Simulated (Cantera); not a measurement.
Feed: 1 mol Si3N4, 0.0094 mol H2O, 18 mol H2, held at 0.133 bar.

Equilibrium computed with Cantera from the NASA thermochemical tables; the gas is ideal and each condensed phase is pure. Candidate condensed phases: H2O, Si, SiO2, Si2N2O, Si3N4; 35 gas species. Mutual solubility and eutectic melting of coexisting phases are not modelled. Gases not in the tables: Si2H6 and higher silanes. Kinetics and transport are ignored.

Q: Which condensed phases are stable at each of these points (T (°C)): 1250, 1275, 1300, 1325, 1350, 1375, 1400, 1425, 1450, 1475, 1500?

A: 
```csv
T (°C),condensed phases,Si condensed (%)
1250,Si(s) + Si2N2O(s) + Si3N4(s),100.0
1275,Si(s) + Si2N2O(s) + Si3N4(s),100.0
1300,Si(s) + Si2N2O(s) + Si3N4(s),100.0
1325,Si(s) + Si2N2O(s) + Si3N4(s),100.0
1350,Si(s) + Si2N2O(s) + Si3N4(s),99.9
1375,Si(s) + Si2N2O(s) + Si3N4(s),99.9
1400,Si(s) + Si2N2O(s) + Si3N4(s),99.8
1425,Si(l) + Si2N2O(s) + Si3N4(s),99.7
1450,Si(l) + Si3N4(s),99.7
1475,Si(l) + Si3N4(s),99.7
1500,Si(l) + Si3N4(s),99.7
```

From 1250 °C to 1400 °C the condensed part is Si(s) + Si2N2O(s) + Si3N4(s). At 1425 °C the condensed part is Si(l) + Si2N2O(s) + Si3N4(s). From 1450 °C to 1500 °C the condensed part is Si(l) + Si3N4(s).
